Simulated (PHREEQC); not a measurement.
# Leach liquor: speciation

Solution (25 °C): 0.022 mol/kgw H2SO4, 0.065 mol/kgw ZnSO4 and 0.0032 mol/kgw MgSO4. It is in equilibrium with CO2 at log p = -2 (atm). Otherwise closed; pH follows from the charge balance.

The numbers come from PHREEQC with the ion-association model, phreeqc.dat.

No solid was allowed to form.

Task: Predict the pH.

Result: pH 1.75.

Task: In which forms is Zn present?

Result: Zn+2 54 %, ZnSO4 37 %, Zn(SO4)2-2 9.3 % of the Zn.

Complexes and solids missing from the database can't appear.
